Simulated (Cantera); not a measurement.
A freely propagating, adiabatic, planar premixed flame of 10.6 % CH₃OH, 18.7 % O₂, 70.6 % N₂, equivalence ratio 0.85, unburnt at 698 K and 450 Torr; mixture-averaged transport, grid criteria slope 0.08 and curve 0.16, no radiation.

Cantera simulation using GRI-Mech 3.0 (53 species, 325 reactions); the numbers are that mechanism's predictions, not measurements. GRI-Mech 3.0 was tuned for natural gas; its chemistry of methanol as a main component is partial and can be far from experiment. Burning velocities carry a grid error of a few per cent, more on coarse grids.

Q: Predict: laminar burning velocity; thermal thickness; peak x(CH₄); peak x(CH₂); peak x(HCN); peak x(H).

A: 
| Property | Result |
|---|---|
| laminar burning velocity | 166 cm/s |
| thermal thickness | 0.424 mm |
| peak x(CH₄) | 7.50e-5 |
| peak x(CH₂) | 7.86e-6 |
| peak x(HCN) | 1.15e-7 |
| peak x(H) | 0.00988 |
